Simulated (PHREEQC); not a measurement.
Make-up at 20 °C: 0.0024 mol FeSO4 per kg of water. Closed to the air; pH follows from the charge balance.

All values are PHREEQC results (ion-association model, phreeqc.dat), not measurements.

No solid was allowed to form.

### Question
What pH does the model give?

### Answer
pH 6.27.

### Question
In which forms is Fe present?

### Answer
Fe+2 86 %, FeSO4 14 % of the Fe.

Complexes and solids missing from the database can't appear.
